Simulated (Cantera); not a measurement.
## Adiabatic ignition

An adiabatic, constant-volume homogeneous reactor starts with CH4 : O2 : N2 = 1 : 0.909 : 2.82 (molar parts), equivalence ratio 2.2, at 1600 K and 1000000 Pa.

Computed with Cantera and GRI-Mech 3.0 (53 species, 325 reactions).

| t (s) | T (K) | P (bar) | x CH4 | x O2 | x H | x OH | x HCO | x NO | x C2H4 |
|---|---|---|---|---|---|---|---|---|---|
| 7.00e-6 | 1600 | 10.00 | 0.211 | 0.192 | 1.75e-7 | 3.83e-7 | 3.20e-9 | <1e-12 | 1.70e-6 |
| 1.89e-5 | 1603 | 10.0 | 0.210 | 0.192 | 4.53e-7 | 8.58e-7 | 3.83e-8 | 1.39e-12 | 3.29e-5 |
| 5.13e-5 | 1631 | 10.2 | 0.203 | 0.187 | 2.33e-6 | 3.49e-6 | 4.56e-7 | 1.56e-11 | 0.000471 |
| 0.000139 | 2902 | 22.5 | 4.85e-9 | 1.59e-5 | 0.0113 | 0.00204 | 3.40e-6 | 0.000420 | <1e-12 |
| 0.000376 | 2903 | 22.5 | 4.73e-9 | 1.61e-5 | 0.0113 | 0.00205 | 3.40e-6 | 0.000292 | <1e-12 |
| 0.00102 | 2903 | 22.5 | 4.73e-9 | 1.61e-5 | 0.0113 | 0.00205 | 3.40e-6 | 0.000290 | <1e-12 |
| 0.00275 | 2903 | 22.5 | 4.73e-9 | 1.61e-5 | 0.0113 | 0.00205 | 3.40e-6 | 0.000290 | <1e-12 |
| 0.00745 | 2903 | 22.5 | 4.73e-9 | 1.61e-5 | 0.0113 | 0.00205 | 3.40e-6 | 0.000290 | <1e-12 |
| 0.0202 | 2903 | 22.5 | 4.73e-9 | 1.61e-5 | 0.0113 | 0.00205 | 3.40e-6 | 0.000290 | <1e-12 |
| 0.0546 | 2903 | 22.5 | 4.73e-9 | 1.61e-5 | 0.0113 | 0.00205 | 3.40e-6 | 0.000290 | <1e-12 |
| 0.148 | 2903 | 22.5 | 4.73e-9 | 1.61e-5 | 0.0113 | 0.00205 | 3.40e-6 | 0.000290 | <1e-12 |
| 0.400 | 2903 | 22.5 | 4.73e-9 | 1.61e-5 | 0.0113 | 0.00205 | 3.40e-6 | 0.000290 | <1e-12 |
x: mole fraction; the columns are a selection and need not sum to one.

| Quantity | Value |
|---|---|
| time of steepest temperature rise | 82.6 µs |
| temperature at 0.400 s | 2903 K |
| equilibrium temperature | 2903 K |
| x(CH4) at 0.400 s | 4.73e-9 (gas-phase equilibrium 5.30e-9) |
| x(O2) at 0.400 s | 1.61e-5 (gas-phase equilibrium 1.61e-5) |
| x(H) at 0.400 s | 0.0113 (gas-phase equilibrium 0.0113) |
